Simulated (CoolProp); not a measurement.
Oxygen at 298.15 K and 8.32 MPa is throttled through a valve to 5.21 MPa with no heat exchange. Each further row changes one setting.

The numbers come from the reference Helmholtz-energy equation of state, Schmidt 1985 in CoolProp.

```csv
case,temperature change (K),final phase,final density (kg/m³)
as stated,-7.3,supercritical,71.3
outlet pressure 1.56 MPa,-17.2,gas,21.6
outlet pressure 6.77 MPa,-3.5,supercritical,92.0
```
